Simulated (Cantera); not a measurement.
Charge: 1 mol C2H6, 0.037 mol H2O, 5.4 mol N2, equilibrated at 2700 K and 1.70 bar.

Equilibrium computed with Cantera from the NASA thermochemical tables; the gas is ideal and each condensed phase is pure. Rates play no part.

| species | before | after |
|---|---|---|
| N2 | 0.602 | 0.571 |
| H2 | 0.307 | 0.242 |
| H | 0.0241 | 0.127 |
| HCN | 0.0483 | 0.0418 |
| CH4 | 1.79e-5 | 3.13e-7 |
| C3 | 5.18e-6 | 0.000183 |
| C | 1.25e-6 | 4.41e-5 |
| C2 | 4.96e-7 | 1.76e-5 |
| CH3 | 2.41e-5 | 2.83e-6 |
| CN | 0.000285 | 0.00165 |
| C(graphite), mol | 1.36 | 1.40 |
Gas species are given as mole fractions.

Q: What was changed between the two runs?
A) pressure from 1.70 bar to 24.0 Pa
B) H2O from 0.037 to 0.45 mol
C) pressure from 1.70 bar to 48.0 mbar
D) 0.008 mol CO2 added

A: C, pressure from 1.70 bar to 48.0 mbar
